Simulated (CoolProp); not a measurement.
Dimethyl carbonate at several states: density (kg/m³) from the reference equation and from simpler models built on Tc = 557.0 K, pc = 4.909 MPa, ω = 0.346; each cubic takes its own stable root.

Model: reference Helmholtz-energy equation of state, Zhou 2011, in CoolProp.

| T (K) | p (MPa) | phase | reference | Redlich-Kwong | Soave-Redlich-Kwong |
|---|---|---|---|---|---|
| 566.9 | 1.83 | gas | 40.30 | 40.27 | 40.18 |
| 312.1 | 2.72 | liquid | 1047 | 897.4 | 930.5 |
| 559.8 | 0.915 | gas | 18.96 | 18.94 | 18.94 |
| 548.6 | 0.0552 | gas | 1.095 | 1.094 | 1.095 |
